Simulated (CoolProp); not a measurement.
Values from CoolProp's reference Helmholtz-energy equation of state, Gedanitz 2015.

Q: For cyclopentane, give the phase and the cp (kJ/(kg K)), speed of sound (m/s), conductivity (mW/(m K)) at 550 K and 0.122 MPa; 550 K and 3.87 MPa.

A: 
- 550 K and 0.122 MPa: gas; cp 2.37, speed of sound 260, conductivity 42.9
- 550 K and 3.87 MPa: gas; cp 2.79, speed of sound 197, conductivity 53.8

Thermal conductivity comes from a separate model (Vassiliou 2015).
